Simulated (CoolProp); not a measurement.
A closed Brayton cycle with dry air: compressor inlet 327.15 K and 3 MPa, high pressure 9.3 MPa, turbine inlet 915 K, compressor efficiency 0.85, turbine efficiency 0.9, recuperator effectiveness 0 (on enthalpy, no pinch check). Each further row changes one setting.

Model: reference Helmholtz-energy equation of state, Lemmon 2000, in CoolProp. It is a pseudo-pure fit of the blend.

| case | thermal efficiency (%) | net work (kJ/kg) | compressor to turbine work | compressor exit (K) | turbine exit (K) |
|---|---|---|---|---|---|
| as stated | 17.9 | 86.5 | 0.63 | 474.3 | 704.1 |
| turbine inlet 865 K | (withheld) | (withheld) | (withheld) | 474.3 | (withheld) |
| compressor inlet 337.15 K | 17.5 | 81.8 | 0.65 | (withheld) | 704.1 |
| high pressure 7.91 MPa | 16.0 | 81.3 | (withheld) | 450.4 | (withheld) |
| recuperator effectiveness 0.5 | (withheld) | 86.5 | 0.63 | 474.3 | 704.1 |

Question: Fill in the missing entries.

Answer: 
- turbine inlet 865 K, thermal efficiency (%): 17.2
- turbine inlet 865 K, net work (kJ/kg): 73.4
- turbine inlet 865 K, compressor to turbine work: 0.67
- turbine inlet 865 K, turbine exit (K): 663.9
- compressor inlet 337.15 K, compressor exit (K): 488.5
- high pressure 7.91 MPa, compressor to turbine work: 0.61
- high pressure 7.91 MPa, turbine exit (K): 731.1
- recuperator effectiveness 0.5, thermal efficiency (%): 24.0
